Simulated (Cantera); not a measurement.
A closed system holds: 1 mol CHF3, at 1550 K.

Method: chemical equilibrium by Gibbs-energy minimisation in Cantera with the NASA 1993 tables (ideal gas, pure condensed phases). Candidate condensed phases: C, C6H6, C7H8, C8H18; 95 gas species. Gases not in the tables: C2F6 and larger saturated fluorocarbons. Equilibrium is a limit: real reactors are often held back by kinetics, nucleation or transport.

Problem. At 0.100 bar, list the 5 most abundant gas species with their mole fractions, and the condensed phases.

Solution. HF 0.667, CF4 0.333, CF2 0.000161, CF3 4.40e-5, F 1.91e-5. Condensed: C(graphite).
